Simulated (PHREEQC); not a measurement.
# Acid rinse or clean (model solution)

A solution holds 0.24 mol H2SO4, 0.2 mol NaCl and 0.031 mol KCl per kg of water, at 20 °C. It is in equilibrium with CO2 at log p = -3.4 (atm). Otherwise closed; pH follows from the charge balance.

All values are PHREEQC results (ion-association model, phreeqc.dat), not measurements.

Precipitation was switched off in this run.

**Question.** Predict the pH, specific conductance.

**Answer.** pH 0.66; specific conductance 89800 µS/cm.

**Question.** In which forms is Na present?

**Answer.** Na+ 96 %, NaSO4- 3.7 % of the Na.
